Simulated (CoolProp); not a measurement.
Vapour-liquid equilibrium of n-butane (1) + R113 (2) at 0.0824 MPa; x and y are mole fractions of (1).

Model: multi-fluid Helmholtz-energy mixture model, Bücker 2006 and Marx 1992; pair parameters Bell 2016, in CoolProp.

```json
[
 {"x": "0.05", "bubble temperature (°C)": "35.0", "y at the bubble point": "0.238", "dew temperature at overall composition x (°C)": "40.2", "liquid density (mol/L)": "8.274"},
 {"x": "0.15", "bubble temperature (°C)": "25.0", "y at the bubble point": "0.526", "dew temperature at overall composition x (°C)": "37.6", "liquid density (mol/L)": "8.533"},
 {"x": "0.25", "bubble temperature (°C)": "17.8", "y at the bubble point": "0.682", "dew temperature at overall composition x (°C)": "34.7", "liquid density (mol/L)": "8.767"},
 {"x": "0.35", "bubble temperature (°C)": "12.4", "y at the bubble point": "0.775", "dew temperature at overall composition x (°C)": "31.5", "liquid density (mol/L)": "8.986"},
 {"x": "0.45", "bubble temperature (°C)": "8.2", "y at the bubble point": "0.837", "dew temperature at overall composition x (°C)": "28.0", "liquid density (mol/L)": "9.198"},
 {"x": "0.55", "bubble temperature (°C)": "4.8", "y at the bubble point": "0.881", "dew temperature at overall composition x (°C)": "24.0", "liquid density (mol/L)": "9.410"},
 {"x": "0.65", "bubble temperature (°C)": "2.0", "y at the bubble point": "0.914", "dew temperature at overall composition x (°C)": "19.4", "liquid density (mol/L)": "9.624"},
 {"x": "0.75", "bubble temperature (°C)": "-0.4", "y at the bubble point": "0.942", "dew temperature at overall composition x (°C)": "13.9", "liquid density (mol/L)": "9.844"},
 {"x": "0.85", "bubble temperature (°C)": "-2.7", "y at the bubble point": "0.966", "dew temperature at overall composition x (°C)": "7.2", "liquid density (mol/L)": "10.07"},
 {"x": "0.95", "bubble temperature (°C)": "-4.8", "y at the bubble point": "0.989", "dew temperature at overall composition x (°C)": "-1.2", "liquid density (mol/L)": "10.32"}
]
```

No azeotrope shows between x = 0.05 and 0.95.

The pair parameters rest on a limited set of measurements; away from them the model extrapolates.
